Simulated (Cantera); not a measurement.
A freely propagating, adiabatic, planar premixed flame of 5.97 % C2H6, 19.0 % O2, 71.7 % N2, 3.35 % H2O, unburnt at 523 K and 10.0 bar; mixture-averaged transport, grid criteria slope 0.08 and curve 0.16, no radiation.

Computed with Cantera and GRI-Mech 3.0 (53 species, 325 reactions). Burning velocities carry a grid error of a few per cent, more on coarse grids.

### Question
Predict: laminar burning velocity; thermal thickness; peak x(CH3); peak x(CH2CO); peak x(OH); peak x(HO2).

### Answer
- laminar burning velocity: 53.9 cm/s
- thermal thickness: 0.0530 mm
- peak x(CH3): 0.00144
- peak x(CH2CO): 0.00144
- peak x(OH): 0.00556
- peak x(HO2): 0.000584
